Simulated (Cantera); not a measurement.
An adiabatic, constant-volume homogeneous reactor starts with CH4 : CO : O2 : N2 = 1 : 0.79 : 1.2 : 4.5 (molar parts), equivalence ratio 2.0, at 1400 K and 1.00 bar. Integrator tolerance rtol = 1e-08.

Model: GRI-Mech 3.0 (53 species, 325 reactions), integrated in Cantera.

Problem. What does this change do: initial temperature 1400 to 1675 K?

Solution. 
| quantity | before | after |
|---|---|---|
| time of steepest temperature rise | 5.64 ms | 0.312 ms |
| temperature at 2.00 s | 2764 K | 2892 K |
| equilibrium temperature | 2764 K | 2892 K |
| x(CH4) at 2.00 s | 8.71e-12 (gas-phase equilibrium 9.88e-12) | 4.38e-12 (gas-phase equilibrium 5.04e-12) |
| x(CO) at 2.00 s | 0.181 (gas-phase equilibrium 0.181) | 0.181 (gas-phase equilibrium 0.181) |
| x(O2) at 2.00 s | 0.000257 (gas-phase equilibrium 0.000257) | 0.000727 (gas-phase equilibrium 0.000727) |
| x(H2) at 2.00 s | 0.101 (gas-phase equilibrium 0.101) | 0.0986 (gas-phase equilibrium 0.0986) |
| x(H2O) at 2.00 s | 0.127 (gas-phase equilibrium 0.127) | 0.120 (gas-phase equilibrium 0.120) |
| x(H2O2) at 2.00 s | 3.56e-8 (gas-phase equilibrium 3.56e-8) | 6.63e-8 (gas-phase equilibrium 6.63e-8) |
